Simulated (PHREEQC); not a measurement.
Consider water at 80 °C with 8.4 mmol/kgw H2SO4, 51 mmol/kgw LiCl and 4.4 mmol/kgw Fe2(SO4)3. Closed to the air; pH follows from the charge balance.

The numbers come from PHREEQC with the ion-association model, phreeqc.dat.

Precipitation was switched off in this run.

Task: What pH, density does the model give?

Result: pH 2.10; density 0.975 g/cm³.

Task: In which forms is Cl present?

Result: Cl- 98 %, FeCl+2 1.5 % of the Cl.

Examples of supersaturated solids here: Hematite (slow to form), Goethite (slow to form). Others may be too. At this temperature some constants are extrapolated from 25 °C, and those without enthalpy data are left unchanged.
